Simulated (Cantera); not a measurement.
An isothermal, constant-pressure homogeneous reactor starts with 2.84 % H2, 23.6 % O2, 66.2 % N2, 7.33 % H2O, equivalence ratio 0.060, at 1450 K and 10.00 Torr.

Detailed kinetics in Cantera: the H2/O2 subset of GRI-Mech 3.0, which has no nitrogen chemistry. Radical loss at walls, strong at low pressure, is not modelled.

One state of this run: x H2 = 0.00205; x O2 = 0.219; x O = 0.00994; x HO2 = 9.71e-7; x OH = 0.00506. x: mole fraction; the columns are a selection and need not sum to one.

Question: Which value of t (s) does it belong to?
A) 0.0126
B) 0.0346
C) 0.00165
D) 0.0955

Answer: B, 0.0346
